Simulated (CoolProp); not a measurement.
Vapour-liquid equilibrium of n-hexane (1) + toluene (2) at 315.4 K; x and y are mole fractions of (1).

Computed with CoolProp (multi-fluid Helmholtz-energy mixture model, Thol 2019 and Lemmon 2006; pair parameters Bell 2016).

```tsv
x	bubble pressure, mixture model (kPa)	bubble pressure, Raoult's law (kPa)	y, mixture model	y, Raoult's law
0.05	(withheld)	10.34	(withheld)	0.196
0.2	18.07	15.12	0.601	0.537
0.35	23.17	19.90	(withheld)	0.714
0.5	27.48	24.68	0.817	0.823
0.65	(withheld)	29.46	0.878	0.896
0.8	35.30	34.25	(withheld)	0.949
0.95	39.26	39.03	(withheld)	0.989
```

Q: What belongs in the gaps?

A: 
- 0.05, bubble pressure, mixture model (kPa): 11.46
- 0.05, y, mixture model: 0.273
- 0.35, y, mixture model: 0.735
- 0.65, bubble pressure, mixture model (kPa): 31.43
- 0.8, y, mixture model: 0.932
- 0.95, y, mixture model: 0.983

The largest gap from Raoult's law is +19.5 % in bubble pressure, at x = 0.2. No azeotrope shows between x = 0.05 and 0.95.

The pair parameters rest on a limited set of measurements; away from them the model extrapolates.
